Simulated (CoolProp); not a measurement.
C3F8 (R218) along the isobar 6.93 MPa: density (kg/m³) from the reference equation and from simpler models built on Tc = 71.9 °C, pc = 2.640 MPa, ω = 0.317; each cubic takes its own stable root.

Model: reference Helmholtz-energy equation of state, Lemmon 2006, in CoolProp. It is a short technical equation, of lower accuracy than the large ones.

```
T (°C)    phase  reference
-------  ------  ---------
-128.95  liquid       1952
-122.05  liquid       1929
-115.05  liquid       1905
-108.15  liquid       1882
-101.25  liquid       1859
-94.35   liquid       1836
-87.35   liquid       1813
-80.45   liquid       1790
-73.55   liquid       1767
-66.55   liquid       1744
-59.65   liquid       1720
-52.75   liquid       1697
```

How far does each simpler model (van der Waals, Soave-Redlich-Kwong) lie from the reference over these 12 states: mean and median of the absolute difference, and the worst?


- van der Waals: mean 36.6 %, median 36.6 %, worst -38.0 % at -128.95 °C and 6.93 MPa
- Soave-Redlich-Kwong: mean 5.5 %, median 5.3 %, worst -7.3 % at -128.95 °C and 6.93 MPa
